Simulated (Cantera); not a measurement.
Feed: 1 mol FeS, 0.14 mol SO3, 0.15 mol H2O, held at 1.00 bar.

These are equilibrium values from Cantera (NASA tables, ideal gas, pure condensed phases), not measurements of a reactor. Candidate condensed phases: Fe, FeO, Fe(OH)2, Fe(OH)3, FeS, FeSO4, FeS2, Fe2O3, Fe2(SO4)3, Fe3O4, H2O, H2SO4, S; 22 gas species. Mutual solubility and eutectic melting of coexisting phases are not modelled. FeS: taken at fixed stoichiometry. Gases not in the tables: S3 to S7. Equilibrium is a limit: real reactors are often held back by kinetics, nucleation or transport.

**Question.** Which condensed phases are stable at each of these points (T (K)): 848, 898, 948, 998, 1048, 1098, 1148, 1198?

**Answer.** 
```csv
T (K),condensed phases,Fe condensed (%)
848,FeS(s) + FeS2(s) + Fe3O4(s),100.0
898,FeS(s) + Fe3O4(s),100.0
948,FeS(s) + Fe3O4(s),100.0
998,FeS(s) + Fe3O4(s),100.0
1048,FeS(s) + Fe3O4(s),100.0
1098,FeS(s) + Fe3O4(s),100.0
1148,FeS(s) + Fe3O4(s),100.0
1198,FeS(s) + Fe3O4(s),100.0
```

At 848 K the condensed part is FeS(s) + FeS2(s) + Fe3O4(s). From 898 K to 1198 K the condensed part is FeS(s) + Fe3O4(s).
